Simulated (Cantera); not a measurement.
An isothermal plug-flow reactor at 773 K and 190000 Pa (inlet), inlet velocity 0.09 m/s, active area per volume 1200 1/m; feed 3.47 % CH4, 1.23 % O2, 88.4 % N2, 6.94 % H2O.

Cantera simulation using Deutschmann's 1995 Pt surface mechanism with GRI-Mech 3.0 gas chemistry; the numbers are that mechanism's predictions, not measurements. Catalytic surfaces can have several steady states; this one follows from the mechanism file's or the stated starting coverage. Mass transfer to the wall is taken as infinitely fast.

Task: Predict: x(CH4) at z = 0.01 m; x(O2) at z = 0.01 m; x(H2O) at z = 0.01 m; x(CO2) at z = 0.01 m; x(CO) at z = 0.01 m; θ(free Pt) at the exit; θ(CO*) at the exit; θ(C*) at the exit.

Result: 
```
Item                      Result
----------------------  --------
x(CH4) at z = 0.01 m      0.0285
x(O2) at z = 0.01 m      0.00308
x(H2O) at z = 0.01 m      0.0810
x(CO2) at z = 0.01 m    0.000477
x(CO) at z = 0.01 m      0.00556
θ(free Pt) at the exit    0.0127
θ(CO*) at the exit       0.00991
θ(C*) at the exit          0.977
```
